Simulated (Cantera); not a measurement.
An isothermal, constant-pressure homogeneous reactor starts with CH₄ : H₂O = 1 : 2.5 (molar parts), at 1250 K and 435 Torr. Integrator tolerance rtol = 1e-08.

Detailed kinetics in Cantera: GRI-Mech 3.0 (53 species, 325 reactions).

What does this change do: temperature 1250 to 1450 K?


| quantity | before | after |
|---|---|---|
| x(CH₄) at 60.0 s | 0.237 (gas-phase equilibrium 6.59e-6) | 0.0369 (gas-phase equilibrium 3.21e-7) |
| x(H₂O) at 60.0 s | 0.687 (gas-phase equilibrium 0.235) | 0.334 (gas-phase equilibrium 0.245) |
| x(CH₂CO) at 60.0 s | 7.39e-6 (gas-phase equilibrium 2.78e-12) | 2.86e-6 (gas-phase equilibrium 1.07e-12) |
| x(C₂H₆) at 60.0 s | 0.000116 (gas-phase equilibrium <1e-12) | 6.72e-6 (gas-phase equilibrium <1e-12) |
| x(O₂) at 60.0 s | <1e-12 (gas-phase equilibrium <1e-12) | <1e-12 (gas-phase equilibrium <1e-12) |
| x(CO) at 60.0 s | 0.000848 (gas-phase equilibrium 0.145) | 0.105 (gas-phase equilibrium 0.154) |

What does this change do: H2O 2.5 to 7.5 parts?


```json
[
 {"quantity": "x(CH₄) at 60.0 s", "before": "0.237 (gas-phase equilibrium 6.59e-6)", "after": "0.0987 (gas-phase equilibrium 1.64e-7)"},
 {"quantity": "x(H₂O) at 60.0 s", "before": "0.687 (gas-phase equilibrium 0.235)", "after": "0.866 (gas-phase equilibrium 0.569)"},
 {"quantity": "x(CH₂CO) at 60.0 s", "before": "7.39e-6 (gas-phase equilibrium 2.78e-12)", "after": "6.88e-6 (gas-phase equilibrium <1e-12)"},
 {"quantity": "x(C₂H₆) at 60.0 s", "before": "0.000116 (gas-phase equilibrium <1e-12)", "after": "5.22e-5 (gas-phase equilibrium <1e-12)"},
 {"quantity": "x(O₂) at 60.0 s", "before": "<1e-12 (gas-phase equilibrium <1e-12)", "after": "<1e-12 (gas-phase equilibrium <1e-12)"},
 {"quantity": "x(CO) at 60.0 s", "before": "0.000848 (gas-phase equilibrium 0.145)", "after": "0.000675 (gas-phase equilibrium 0.0457)"}
]
```

What does this change do: H2O 2.5 to 13 parts?


```
quantity                                              before                                    after
------------------  ----------------------------------------  ---------------------------------------
x(CH₄) at 60.0 s       0.237 (gas-phase equilibrium 6.59e-6)   0.0602 (gas-phase equilibrium 1.93e-8)
x(H₂O) at 60.0 s         0.687 (gas-phase equilibrium 0.235)      0.917 (gas-phase equilibrium 0.708)
x(CH₂CO) at 60.0 s  7.39e-6 (gas-phase equilibrium 2.78e-12)   5.89e-6 (gas-phase equilibrium <1e-12)
x(C₂H₆) at 60.0 s    0.000116 (gas-phase equilibrium <1e-12)   3.22e-5 (gas-phase equilibrium <1e-12)
x(O₂) at 60.0 s        <1e-12 (gas-phase equilibrium <1e-12)    <1e-12 (gas-phase equilibrium <1e-12)
x(CO) at 60.0 s       0.000848 (gas-phase equilibrium 0.145)  0.000510 (gas-phase equilibrium 0.0210)
```
